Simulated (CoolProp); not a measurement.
R124 at 293.15 K and 0.26 MPa flows at 2.6 m/s in a round tube of 6 mm bore and 15 µm roughness, fully developed (64/Re and Nu = 3.66 if laminar; Colebrook and Gnielinski if turbulent). Each further row changes one setting.

The numbers come from the reference Helmholtz-energy equation of state, de Vries 1995 in CoolProp.

| case | Reynolds number | Darcy friction factor | pressure drop (Pa/m) | heat-transfer coefficient (W/(m² K)) | mass flow (kg/h) |
|---|---|---|---|---|---|
| as stated | 19300 | 0.0308 | 273 | 132 | 4.17 |
| velocity 5.2 m/s | 38700 | 0.0283 | 1000 | 248 | 8.33 |
| diameter 12 mm | 38700 | 0.0255 | 113 | 111 | 16.7 |

Viscosity comes from a separate model (Bell 2016), an estimate that may be off by 10 % or more. Thermal conductivity comes from a separate model (Huber 2003), an estimate that may be off by 10 % or more.
